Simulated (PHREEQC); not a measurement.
Make-up at 30 °C: 0.0027 mol/kgw NH4HF2, 0.0017 mol/kgw (NH4)2SiF6, 0.19 mol/kgw HBF4 and 0.0053 mol/kgw NH4Cl. Closed to the air; pH follows from the charge balance.

All values are PHREEQC results (ion-association model, phreeqc.dat), not measurements.

| Property | Value |
|---|---|
| pH | 0.83 |
| ionic strength | 0.198 mol/kgw |
| activity of water | 0.993 |
| total alkalinity | -770 meq/kg |

```tsv
species	molality	activity	log γ
H+	0.184	0.147	-0.099
BF4-	0.183	0.137	-0.128
HF	0.0213	0.0223	0.020
NH4+	0.0114	0.00775	-0.167
Cl-	0.00530	0.00379	-0.146
BF3OH-	0.00331	0.00247	-0.128
H3BO3	0.00306	0.00320	0.020
SiF6-2	0.00170	0.000503	-0.528
BF2(OH)2-	0.000242	0.000180	-0.128
F-	0.000131	9.24e-5	-0.151
HF2-	1.10e-5	8.19e-6	-0.128
H4SiO4	1.68e-6	1.76e-6	0.020
BF(OH)3-	1.66e-7	1.24e-7	-0.128
```

No solid was allowed to form. SiF6-2 is the database's only silicon fluoride. Real BF4- forms and hydrolyses slowly; the run takes it at equilibrium.
